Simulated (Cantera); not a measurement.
A closed system holds: 1 mol Al2O3, 0.53 mol F2, 23 mol N2, equilibrated at 948.15 K and 35000 Pa.

Equilibrium computed with Cantera from the NASA thermochemical tables; the gas is ideal and each condensed phase is pure. Candidate condensed phases: Al, AlF3, AlN, Al2O3; 30 gas species. Kinetics and transport are ignored.

Q: What is the equilibrium state?

A: 
```
Item                                  Value
--------------------------------  ---------
x(N2)                                 0.972
x(AlF2O)                             0.0224
x(O2)                               0.00560
x(NO)                               3.11e-6
n(Al2O3(s))                       0.735 mol
gas amount                        23.66 mol
log10 activity of Al(l) (absent)     -35.94
```
